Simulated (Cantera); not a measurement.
## Thermodynamics of carbon deposition, reforming and gasification, feed CO + NH₃ + H₂ + CO₂

Input: 1 mol CO, 2.7 mol NH₃, 1.8 mol H₂, 0.17 mol CO₂, at 902 °C and 1.33 mbar.

Method: chemical equilibrium by Gibbs-energy minimisation in Cantera with the NASA 1993 tables (ideal gas, pure condensed phases). Candidate condensed phases: C, C₆H₆, C₇H₈, C₈H₁₈, H₂O; 136 gas species. Rates play no part.

```json
{
 "x(H₂)": "0.681",
 "x(N₂)": "0.161",
 "x(CO)": "0.137",
 "x(H₂O)": "0.0176",
 "x(CO₂)": "0.00276",
 "x(H)": "2.77e-6",
 "gas_amount": "8.370 mol",
 "log10 activity of C(graphite) (absent)": "-3.61"
}
```
